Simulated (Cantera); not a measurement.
A Cantera script and what it prints.

```python
import numpy as np
import cantera as ct

gas_names = """
    Cr CrO CrO2 CrO3 H HO2 H2 H2O H2O2 O OH O2 O3
""".split()
cond_names = """
    Cr(cr) Cr(L) Cr2O3(s) Cr2O3(L) H2O(s) H2O(L)
""".split()


# ... load() reads the species with a 1 bar reference pressure and builds the phases ...
atoms = {
    'Cr2O3': {'Cr': 2, 'O': 3},
    'H2': {'H': 2},
}
top_T = {}  # K; cautious upper limits of use, not melting points


# ... equilibrate(T, P, feed) seeds the gas with the atoms and calls Mixture.equilibrate('TP', solver="vcs", rtol=1e-11, max_steps=5000) ...
results = []
feed = {'Cr2O3': 1, 'H2': 1.8}  # mol
P = 210000  # Pa
for T in [1573, 1623, 1673, 1723, 1773, 1823, 1873, 1923, 1973, 2023, 2073]:
    mix = equilibrate(T, P, feed)
    results.append((T, P, feed, dict(zip(mix.species_names, mix.species_moles))))
    x = sorted(zip(gas.X, gas.species_names), reverse=True)
    print(f"T = {T:g} K  P = {P:g} Pa  gas = {mix.phase_moles(0):.4g} mol")
    print("   x: " + "  ".join(f"{s} {v:.3e}" for v, s in x if v > 1e-05))
    print("   condensed (mol): " + ("  ".join(f"{mix.phase(i).name} {mix.phase_moles(i):.4g}"
          for i in range(1, mix.n_phases) if mix.phase_moles(i) > 1e-12) or "none"))
```

Result:

```
T = 1573 K  P = 210000 Pa  gas = 1.8 mol
   x: H2 9.980e-01  H2O 1.961e-03  H 2.803e-05
   condensed (mol): Cr(cr) 0.002352  Cr2O3(s) 0.9988
T = 1623 K  P = 210000 Pa  gas = 1.8 mol
   x: H2 9.973e-01  H2O 2.623e-03  H 4.763e-05
   condensed (mol): Cr(cr) 0.003142  Cr2O3(s) 0.9984
T = 1673 K  P = 210000 Pa  gas = 1.8 mol
   x: H2 9.965e-01  H2O 3.446e-03  H 7.845e-05
   condensed (mol): Cr(cr) 0.004124  Cr2O3(s) 0.9979
T = 1723 K  P = 210000 Pa  gas = 1.8 mol
   x: H2 9.954e-01  H2O 4.456e-03  H 1.256e-04  Cr 1.423e-05
   condensed (mol): Cr(cr) 0.005322  Cr2O3(s) 0.9973
T = 1773 K  P = 210000 Pa  gas = 1.8 mol
   x: H2 9.941e-01  H2O 5.678e-03  H 1.957e-04  Cr 3.004e-05
   condensed (mol): Cr(cr) 0.00676  Cr2O3(s) 0.9966
T = 1823 K  P = 210000 Pa  gas = 1.8 mol
   x: H2 9.925e-01  H2O 7.139e-03  H 2.979e-04  Cr 6.076e-05
   condensed (mol): Cr(cr) 0.00846  Cr2O3(s) 0.9957
T = 1873 K  P = 210000 Pa  gas = 1.801 mol
   x: H2 9.906e-01  H2O 8.866e-03  H 4.433e-04  Cr 1.181e-04
   condensed (mol): Cr(cr) 0.01043  Cr2O3(s) 0.9947
T = 1923 K  P = 210000 Pa  gas = 1.801 mol
   x: H2 9.882e-01  H2O 1.089e-02  H 6.462e-04  Cr 2.212e-04
   condensed (mol): Cr(cr) 0.01267  Cr2O3(s) 0.9935
T = 1973 K  P = 210000 Pa  gas = 1.802 mol
   x: H2 9.854e-01  H2O 1.323e-02  H 9.243e-04  Cr 4.006e-04
   condensed (mol): Cr(cr) 0.01516  Cr2O3(s) 0.9921
T = 2023 K  P = 210000 Pa  gas = 1.802 mol
   x: H2 9.821e-01  H2O 1.591e-02  H 1.299e-03  Cr 7.031e-04
   condensed (mol): Cr(cr) 0.01785  Cr2O3(s) 0.9904
T = 2073 K  P = 210000 Pa  gas = 1.804 mol
   x: H2 9.780e-01  H2O 1.896e-02  H 1.795e-03  Cr 1.198e-03  CrO 1.700e-05
   condensed (mol): Cr(cr) 0.02063  Cr2O3(s) 0.9886
```

These are equilibrium values from Cantera (NASA tables, ideal gas, pure condensed phases), not measurements of a reactor. Mutual solubility and eutectic melting of coexisting phases are not modelled.
